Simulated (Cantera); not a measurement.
Feed: 1 mol FeS, 1.6 mol H2S, 35 mol N2, held at 750 Torr.

These are equilibrium values from Cantera (NASA tables, ideal gas, pure condensed phases), not measurements of a reactor. Candidate condensed phases: Fe, FeS, FeS2, S; 16 gas species. FeS: taken at fixed stoichiometry. Gases not in the tables: S3 to S7. Kinetics and transport are ignored.

Problem. Which condensed phases are stable at each of these points (T (K)): 750, 800, 850, 900, 950, 1000, 1050, 1100, 1150, 1200, 1250, 1300, 1350, 1400?

Solution. 
| T (K) | condensed phases | Fe condensed (%) |
|---|---|---|
| 750 | FeS(s) + FeS2(s) | 100.0 |
| 800 | FeS(s) + FeS2(s) | 100.0 |
| 850 | FeS(s) | 100.0 |
| 900 | FeS(s) | 100.0 |
| 950 | FeS(s) | 100.0 |
| 1000 | FeS(s) | 100.0 |
| 1050 | FeS(s) | 100.0 |
| 1100 | FeS(s) | 100.0 |
| 1150 | FeS(s) | 100.0 |
| 1200 | FeS(s) | 100.0 |
| 1250 | FeS(s) | 100.0 |
| 1300 | FeS(s) | 100.0 |
| 1350 | FeS(s) | 100.0 |
| 1400 | FeS(s) | 100.0 |

From 750 K to 800 K the condensed part is FeS(s) + FeS2(s). From 850 K to 1400 K the condensed part is FeS(s).
